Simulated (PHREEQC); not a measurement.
**Silver or lead bath (model solution)**

Consider water at 25 °C with 0.0013 mol/kgw AgF and 9.2e-05 mol/kgw HF. Closed to the air; pH follows from the charge balance.

All values are PHREEQC results (ion-association model, wateq4f.dat), not measurements.

Precipitation was switched off in this run.

### Question
Predict the pH.

### Answer
pH 4.51.

### Question
In which forms is F present?

### Answer
F- 95 %, HF 4.3 % of the F.

Complexes and solids missing from the database can't appear.
